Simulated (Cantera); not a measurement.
## Pyrogenic steam for wet oxidation

An isothermal, constant-pressure homogeneous reactor starts with H2 : O2 : N2 = 1.5 : 1 : 0.71 (molar parts), at 1150 K and 0.230 bar.

Computed with Cantera and the H2/O2 subset of GRI-Mech 3.0, which has no nitrogen chemistry. The temperature is held fixed by assumption; the heat of reaction is taken as removed at once.

```csv
t (s),x H2,x O2,x H,x OH,x H2O,x O
0.000700,0.00281,0.102,0.000282,0.000940,0.605,0.000315
0.00136,0.000842,0.102,3.59e-5,0.000429,0.608,7.22e-5
0.00265,0.000249,0.102,5.68e-6,0.000232,0.609,1.94e-5
0.00515,6.59e-5,0.102,9.25e-7,0.000135,0.610,5.85e-6
0.0100,1.54e-5,0.102,1.52e-7,8.24e-5,0.610,1.99e-6
0.0195,3.55e-6,0.102,2.86e-8,5.20e-5,0.610,7.70e-7
0.0379,1.00e-6,0.102,6.84e-9,3.41e-5,0.610,3.30e-7
0.0738,3.82e-7,0.102,2.02e-9,2.31e-5,0.610,1.52e-7
0.144,1.71e-7,0.102,6.72e-10,1.61e-5,0.610,7.38e-8
0.279,8.34e-8,0.102,2.40e-10,1.14e-5,0.610,3.71e-8
0.543,4.37e-8,0.102,9.32e-11,8.20e-6,0.610,1.93e-8
1.06,2.60e-8,0.102,4.23e-11,6.11e-6,0.610,1.07e-8
2.06,1.93e-8,0.102,2.55e-11,4.92e-6,0.610,6.95e-9
4.00,1.75e-8,0.102,2.11e-11,4.46e-6,0.610,5.73e-9
```
x: mole fraction; the columns are a selection and need not sum to one.

Equilibrium at this temperature and pressure: H2 1.72e-8, O2 0.102, H 2.06e-11, OH 4.40e-6, H2O 0.610, O 5.56e-9 (gas phase only).
